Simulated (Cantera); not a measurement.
Input: 1 mol Si, a varied amount of Cl2, 17 mol H2, at 1450 K and 0.190 bar.

These are equilibrium values from Cantera (NASA tables, ideal gas, pure condensed phases), not measurements of a reactor. Candidate condensed phases: Si; 19 gas species. Kinetics and transport are ignored.

Question: Which condensed phases are stable at each of these points (n(Cl2) (mol)): 0.5, 0.58, 0.67, 0.77, 0.89, 1, 1.2, 1.4, 1.6, 1.8, 2.1, 2.5, 2.8?

Answer: 
```csv
n(Cl2) (mol),condensed phases,Si condensed (%)
0.5,Si(s),88.2
0.58,Si(s),85.0
0.67,Si(s),81.1
0.77,Si(s),76.6
0.89,Si(s),70.8
1,Si(s),65.2
1.2,Si(s),54.7
1.4,Si(s),43.6
1.6,Si(s),32.2
1.8,Si(s),20.6
2.1,Si(s),2.7
2.5,gas only,0.0
2.8,gas only,0.0
```

From 0.5 mol Cl2 to 2.1 mol Cl2 the condensed part is Si(s). From 2.5 mol Cl2 to 2.8 mol Cl2 nothing is condensed.
